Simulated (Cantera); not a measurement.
## Equilibrium for hydrogen reduction and annealing atmospheres: NiS + H2

Charge: 1 mol NiS, a varied amount of H2, held at 1548.15 K and 31000 Pa.

Cantera equilibrium calculation (NASA polynomials, part measured and part estimated; ideal gas, pure solids and liquids). Candidate condensed phases: Ni, NiS, NiS2, Ni3S2, Ni3S4, S; 9 gas species. Metal and sulfide melt together well below either melting point, which pure phases cannot show. Mutual solubility and eutectic melting of coexisting phases are not modelled. Equilibrium is a limit: real reactors are often held back by kinetics, nucleation or transport.

```json
[
 {"n(H2) (mol)": "0.3", "log p H2": "-0.89", "log p H2S": "-0.99", "log p S2": "-1.12", "log p SH": "-2.71", "log p S": "-4.71", "log p H": "-4.96", "log p NiS": "-6.41", "n Ni3S2(l)": "0.333", "n Ni(s)": "0"},
 {"n(H2) (mol)": "1", "log p H2": "-0.65", "log p H2S": "-1.14", "log p S2": "-1.90", "log p SH": "-2.99", "log p S": "-5.11", "log p H": "-4.84", "log p NiS": "-6.54", "n Ni3S2(l)": "0.333", "n Ni(s)": "0"},
 {"n(H2) (mol)": "3.3", "log p H2": "-0.55", "log p H2S": "-1.55", "log p S2": "-2.91", "log p SH": "-3.44", "log p S": "-5.61", "log p H": "-4.79", "log p NiS": "-6.71", "n Ni3S2(l)": "0.333", "n Ni(s)": "0"},
 {"n(H2) (mol)": "11", "log p H2": "-0.52", "log p H2S": "-2.04", "log p S2": "-3.97", "log p SH": "-3.95", "log p S": "-6.14", "log p H": "-4.77", "log p NiS": "-6.89", "n Ni3S2(l)": "0.333", "n Ni(s)": "0"},
 {"n(H2) (mol)": "37", "log p H2": "-0.51", "log p H2S": "-2.40", "log p S2": "-4.69", "log p SH": "-4.31", "log p S": "-6.50", "log p H": "-4.77", "log p NiS": "-7.01", "n Ni3S2(l)": "0.257", "n Ni(s)": "0.229"},
 {"n(H2) (mol)": "120", "log p H2": "-0.51", "log p H2S": "-2.60", "log p S2": "-5.09", "log p SH": "-4.51", "log p S": "-6.70", "log p H": "-4.77", "log p NiS": "-7.21", "n Ni3S2(l)": "0", "n Ni(s)": "1.000"},
 {"n(H2) (mol)": "400", "log p H2": "-0.51", "log p H2S": "-3.12", "log p S2": "-6.14", "log p SH": "-5.03", "log p S": "-7.22", "log p H": "-4.77", "log p NiS": "-7.73", "n Ni3S2(l)": "0", "n Ni(s)": "1.000"},
 {"n(H2) (mol)": "1300", "log p H2": "-0.51", "log p H2S": "-3.63", "log p S2": "-7.16", "log p SH": "-5.55", "log p S": "-7.74", "log p H": "-4.77", "log p NiS": "-8.24", "n Ni3S2(l)": "0", "n Ni(s)": "0.999"}
]
```
log p: log10 of the partial pressure in bar; n: condensed amount in mol.

From 0.3 mol H2 to 11 mol H2 the condensed part is Ni3S2(l). At 37 mol H2 the condensed part is Ni(s) + Ni3S2(l). From 120 mol H2 to 1300 mol H2 the condensed part is Ni(s). The main Ni-bearing gas is NiS at 0.3 mol H2 and Ni at 1300 mol H2.
